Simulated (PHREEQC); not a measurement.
Solution (26 °C): 0.00086 mol/kgw Ca(HCO3)2, 0.29 mol/kgw Na2SO4 and 0.22 mol/kgw KCl. Closed to the air; pH follows from the charge balance.

Equilibrium calculation in PHREEQC: ion-association model, phreeqc.dat.

### Question
The ionic strength comes out as 0.862 mol/kgw. What activity coefficients do KSO4-, CaHCO3+, HCO3-, SO4-2, CO3-2 get?

### Answer
KSO4- 0.66, CaHCO3+ 0.68, HCO3- 0.66, SO4-2 0.16, CO3-2 0.19.

No solid was allowed to form. The ionic strength is past about 0.7 mol/kgw, beyond the range of this activity model, so the values are rough.
